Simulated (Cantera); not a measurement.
Cantera run:

```python
import numpy as np
import cantera as ct

gas_names = """
    Ba BaF BaF2 F FO FO2 F2 F2O N NF NF2 NF3 NO NO2 NO3 N2 N2O O O2 O3
""".split()
cond_names = """
    Ba(cr) Ba(L) BaF2(a) BaF2(b,c) BaF2(L) BaO(s) BaO(L)
""".split()


# ... load() reads the species with a 1 bar reference pressure and builds the phases ...
atoms = {
    'BaF2': {'Ba': 1, 'F': 2},
    'O2': {'O': 2},
    'N2': {'N': 2},
}
top_T = {}  # K; cautious upper limits of use, not melting points


# ... equilibrate(T, P, feed) seeds the gas with the atoms and calls Mixture.equilibrate('TP', solver="vcs", rtol=1e-11, max_steps=5000) ...
results = []
feed = {'BaF2': 1, 'O2': 0.78, 'N2': 0.22}  # mol
P = 6.5  # Pa
for T in [1223, 1298, 1373, 1448, 1523, 1598, 1673, 1748, 1823, 1898, 1973, 2048, 2123, 2198]:
    mix = equilibrate(T, P, feed)
    results.append((T, P, feed, dict(zip(mix.species_names, mix.species_moles))))

top = {s: max(r[3][s] / sum(r[3][g] for g in gas_names) for r in results) for s in gas_names}
cols = sorted((s for s in top if top[s] > 0.0001), key=lambda s: -top[s])[:7]
seen = [c for c in cond_names if any(r[3].get(c, 0) > 1e-12 for r in results)]
print("log10 of partial pressures in bar; condensed amounts in mol")
print(f"{'T/K':>10s}" + "".join(f"{s[:9]:>10s}" for s in cols + seen))
for T, P, feed, n in results:
    ng = sum(n[g] for g in gas_names)
    print(f"{T:10.4g}" + "".join(f"{np.log10(max(n[s] / ng * P / 1e5, 1e-99)):10.3f}" for s in cols)
          + "".join(f"{n.get(c, 0):10.4g}" for c in seen))
```

Output:

```
log10 of partial pressures in bar; condensed amounts in mol
       T/K        O2      BaF2        N2         O         F       BaF        NO   BaF2(a)
      1223    -4.295    -7.388    -4.845    -9.541   -12.947   -12.906    -7.813    0.9994
      1298    -4.297    -6.471    -4.847    -8.917   -11.775   -11.773    -7.590    0.9948
      1373    -4.310    -5.665    -4.860    -8.365   -10.753   -10.753    -7.401    0.9656
      1448    -4.377    -4.954    -4.927    -7.898    -9.843    -9.843    -7.288    0.7935
      1523    -4.597    -4.488    -5.147    -7.557    -9.110    -9.110    -7.346         0
      1598    -4.597    -4.488    -5.148    -7.148    -8.657    -8.657    -7.199         0
      1673    -4.599    -4.489    -5.149    -6.775    -8.245    -8.245    -7.066         0
      1748    -4.601    -4.490    -5.150    -6.436    -7.868    -7.868    -6.946         0
      1823    -4.607    -4.491    -5.153    -6.125    -7.523    -7.523    -6.837         0
      1898    -4.616    -4.494    -5.157    -5.841    -7.206    -7.206    -6.740         0
      1973    -4.631    -4.499    -5.162    -5.581    -6.914    -6.914    -6.655         0
      2048    -4.657    -4.508    -5.171    -5.347    -6.645    -6.645    -6.583         0
      2123    -4.699    -4.522    -5.183    -5.138    -6.398    -6.399    -6.528         0
      2198    -4.764    -4.542    -5.200    -4.955    -6.171    -6.172    -6.492         0
```

Method: chemical equilibrium by Gibbs-energy minimisation in Cantera with the NASA 1993 tables (ideal gas, pure condensed phases).
